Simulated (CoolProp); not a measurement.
Saturated liquid density (kg/m³) of R236FA: the reference equation beside estimates from Tc = 124.9 °C, pc = 3.191 MPa, ω = 0.377.

Values from CoolProp's reference Helmholtz-energy equation of state, Pan 2012.

```
T (°C)  reference  van der Waals  Redlich-Kwong  Soave-Redlich-Kwong  Peng-Robinson
------  ---------  -------------  -------------  -------------------  -------------
30.95        1339          786.9           1124                 1202           1363
34.85        1325          778.6           1109                 1187           1347
38.85        1311          769.9           1094                 1172           1329
42.85        1296          761.0           1078                 1156           1311
46.75        1281          752.1           1061                 1140           1293
50.75        1266          742.7           1045                 1122           1274
54.75        1250          733.1           1027                 1104           1254
58.65        1234          723.4           1010                 1086           1233
62.65        1217          713.1          991.2                 1067           1211
66.65        1199          702.5          972.1                 1047           1188
70.55        1182          691.8          952.8                 1026           1165
```

Absolute difference from the reference over all 11 rows, mean and median: van der Waals 41.3 and 41.3 %, Redlich-Kwong 17.6 and 17.5 %, Soave-Redlich-Kwong 11.5 and 11.4 %, Peng-Robinson 1.0 and 0.9 %.
